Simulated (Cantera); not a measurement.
A Cantera script and what it prints.

```python
import numpy as np
import cantera as ct

gas_names = """
    CL CL2 H HCL H2 Si SiCL SiCL2 SiCL3 SiCL4 SiH SiHCL3 SiH2 SiH2CL2 SiH3 SiH3CL SiH4 Si2 Si3
""".split()
cond_names = """
    Si(cr) Si(L)
""".split()


# ... load() reads the species with a 1 bar reference pressure and builds the phases ...
atoms = {
    'SiHCl3': {'Si': 1, 'H': 1, 'CL': 3},
    'HCl': {'H': 1, 'CL': 1},
    'H2': {'H': 2},
}
top_T = {}  # K; cautious upper limits of use, not melting points


# ... equilibrate(T, P, feed) seeds the gas with the atoms and calls Mixture.equilibrate('TP', solver="gibbs", rtol=1e-10, max_steps=50000) ...
results = []
feed = {'SiHCl3': 1, 'HCl': 0.019, 'H2': 14}  # mol
P = 24000  # Pa
for T in [1000, 1075, 1150, 1225, 1300, 1375, 1450, 1525]:
    mix = equilibrate(T, P, feed)
    results.append((T, P, feed, dict(zip(mix.species_names, mix.species_moles))))

top = {s: max(r[3][s] / sum(r[3][g] for g in gas_names) for r in results) for s in gas_names}
cols = sorted((s for s in top if top[s] > 1e-05), key=lambda s: -top[s])[:8]
seen = [c for c in cond_names if any(r[3].get(c, 0) > 1e-12 for r in results)]
print("log10 of partial pressures in bar; condensed amounts in mol")
print(f"{'T/K':>10s}" + "".join(f"{s[:9]:>10s}" for s in cols + seen))
for T, P, feed, n in results:
    ng = sum(n[g] for g in gas_names)
    print(f"{T:10.4g}" + "".join(f"{np.log10(max(n[s] / ng * P / 1e5, 1e-99)):10.3f}" for s in cols)
          + "".join(f"{n.get(c, 0):10.4g}" for c in seen))
```

Output:

```
log10 of partial pressures in bar; condensed amounts in mol
       T/K        H2       HCL     SiCL2     SiCL4    SiHCL3     SiCL3   SiH2CL2         H    Si(cr)
      1000    -0.649    -2.518    -4.158    -2.108    -2.390    -3.825    -3.639    -8.968    0.2166
      1075    -0.652    -2.272    -3.602    -2.142    -2.427    -3.472    -3.645    -8.159    0.2501
      1150    -0.657    -2.068    -3.137    -2.205    -2.486    -3.190    -3.668    -7.456    0.2891
      1225    -0.663    -1.904    -2.758    -2.314    -2.579    -2.985    -3.718    -6.838    0.3245
      1300    -0.671    -1.781    -2.465    -2.493    -2.724    -2.866    -3.806    -6.292    0.3451
      1375    -0.678    -1.699    -2.261    -2.761    -2.935    -2.842    -3.938    -5.804    0.3469
      1450    -0.682    -1.654    -2.136    -3.116    -3.209    -2.907    -4.112    -5.365     0.337
      1525    -0.685    -1.633    -2.067    -3.520    -3.519    -3.030    -4.310    -4.969    0.3244
```

Method: chemical equilibrium by Gibbs-energy minimisation in Cantera with the NASA 1993 tables (ideal gas, pure condensed phases). The tables' values for SiCl3 are old estimates; treat these amounts as uncertain.
